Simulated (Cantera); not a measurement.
Charge: 1 mol Si, 0.64 mol Cl2, 0.39 mol N2, 3.3 mol HCl, equilibrated at 1200 K and 0.100 bar.

Cantera equilibrium calculation (NASA polynomials, part measured and part estimated; ideal gas, pure solids and liquids). Candidate condensed phases: NH4Cl, Si, Si3N4; 28 gas species. N2 is the only nitrogen source here; it is nearly inert below about 1500 K, so the nitride shown seldom forms there in practice. The tables' values for SiCl3 are old estimates; treat these amounts as uncertain. Rates play no part.

Task: What is the equilibrium state?

Result: 
```json
{
  "x(HCl)": "0.437",
  "x(H2)": "0.264",
  "x(SiCl4)": "0.221",
  "x(N2)": "0.0712",
  "x(SiHCl3)": "0.00363",
  "x(SiCl3)": "0.00329",
  "x(SiCl2)": "0.000430",
  "x(SiH2Cl2)": "7.81e-6",
  "n(Si3N4(s))": "0.0736 mol",
  "gas_amount": "3.411 mol",
  "log10 activity of Si(s) (absent)": "-3.60"
}
```
